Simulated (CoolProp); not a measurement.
n-butane along the isotherm 575 K: density (kg/m³) from the reference equation and from simpler models built on Tc = 425.1 K, pc = 37.96 bar, ω = 0.201; each cubic takes its own stable root.

The numbers come from the reference Helmholtz-energy equation of state, Bücker 2006 in CoolProp.

| p (bar) | phase | reference | ideal gas | van der Waals | Redlich-Kwong | Soave-Redlich-Kwong | Peng-Robinson |
|---|---|---|---|---|---|---|---|
| 8 | gas | 9.963 | 9.726 | 10.02 | 10.02 | 9.963 | 10.02 |
| 16 | gas | 20.43 | 19.45 | 20.70 | 20.65 | 20.41 | 20.65 |
| 24 | gas | 31.46 | 29.18 | 32.13 | 31.95 | 31.38 | 31.91 |
| 32 | gas | 43.09 | 38.90 | 44.43 | 43.98 | 42.86 | 43.82 |
| 40 | supercritical | 55.37 | 48.63 | 57.74 | 56.78 | 54.86 | 56.38 |
| 48 | supercritical | 68.32 | 58.36 | 72.20 | 70.38 | 67.36 | 69.57 |
| 56 | supercritical | 81.93 | 68.08 | 87.92 | 84.77 | 80.32 | 83.32 |
| 64 | supercritical | 96.19 | 77.81 | 104.9 | 99.88 | 93.66 | 97.56 |
| 72 | supercritical | 111.0 | 87.53 | 122.9 | 115.6 | 107.3 | 112.2 |
| 80 | supercritical | 126.2 | 97.26 | 141.2 | 131.6 | 121.0 | 127.0 |
| 88 | supercritical | 141.7 | 107.0 | 159.1 | 147.7 | 134.8 | 141.8 |
| 96 | supercritical | 157.3 | 116.7 | 175.5 | 163.6 | 148.4 | 156.6 |
| 104 | supercritical | 172.6 | 126.4 | 190.2 | 179.0 | 161.8 | 171.0 |
| 112 | supercritical | 187.5 | 136.2 | 203.0 | 193.7 | 174.7 | 185.1 |
| 120 | supercritical | 201.8 | 145.9 | 214.3 | 207.5 | 187.1 | 198.6 |
